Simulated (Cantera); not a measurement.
An isothermal, constant-pressure homogeneous reactor starts with CH4 : CO2 : H2 = 1 : 1.1 : 0.6 (molar parts), at 1325 K and 1730 Torr.

Detailed kinetics in Cantera: GRI-Mech 3.0 (53 species, 325 reactions).

x: mole fraction; the columns are a selection and need not sum to one.

```csv
t (s),x CH4,x CO2,x H2,x C2H4,x CO
5.00e-6,0.370,0.407,0.222,<1e-12,5.24e-10
3.11e-5,0.370,0.407,0.222,5.05e-12,1.37e-8
0.000194,0.370,0.407,0.222,1.32e-9,4.78e-7
0.00121,0.370,0.407,0.222,1.47e-7,1.19e-5
0.00750,0.370,0.407,0.222,4.11e-6,0.000106
0.0467,0.370,0.407,0.222,0.000106,0.000795
0.290,0.367,0.401,0.219,(withheld),(withheld)
1.81,0.350,0.369,0.205,0.00441,0.0342
11.2,0.267,0.229,0.159,0.0171,0.153
70.0,(withheld),(withheld),0.171,(withheld),(withheld)
```

Q: What belongs in the gaps?

A: 
- 0.290, x C2H4: 0.000985
- 0.290, x CO: 0.00553
- 70.0, x CH4: 0.202
- 70.0, x CO2: 0.145
- 70.0, x C2H4: 0.0236
- 70.0, x CO: 0.233
